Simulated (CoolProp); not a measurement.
The fluid at 293.15 K and 16.7 MPa is throttled through a valve to 9.18 MPa with no heat exchange. The same conditions are run with several fluids, on thermodynamics alone (safety and materials aside).

Values from CoolProp's reference Helmholtz-energy equation of state of each fluid (nitrous oxide: Lemmon 2006; carbon dioxide: Span 1996; R115: Lemmon 2016; n-decane: Lemmon 2006; R1233zd(E): Akasaka 2022).

**Question.** Rank nitrous oxide, carbon dioxide, R115, n-decane, R1233zd(E) by temperature change (K), highest first.

**Answer.** n-decane (+3.3), R1233zd(E) (+2.7), R115 (+1.6), nitrous oxide (-2.5), carbon dioxide (-3.2)

```csv
fluid,final density (kg/m³)
nitrous oxide,859
carbon dioxide,870
R115,1380
n-decane,735
R1233zd(E),1290
```
